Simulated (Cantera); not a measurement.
A closed system holds: 1 mol PbO, 11 mol CO, at 1475 K.

These are equilibrium values from Cantera (NASA tables, ideal gas, pure condensed phases), not measurements of a reactor. Candidate condensed phases: C, Pb, PbO, PbO₂, Pb₃O₄; 15 gas species. Equilibrium is a limit: real reactors are often held back by kinetics, nucleation or transport.

Q: What share of the Pb ends up in condensed phases as a function of P (Pa), at 10, 52, 270, 1400, 7200, 37000, 190000, 1000000?

A: 
```csv
P (Pa),Pb condensed (%),as
10,0.0,-
52,0.0,-
270,0.0,-
1400,0.0,-
7200,0.0,-
37000,39.7,Pb(l)
190000,88.8,Pb(l)
1000000,97.9,Pb(l)
```
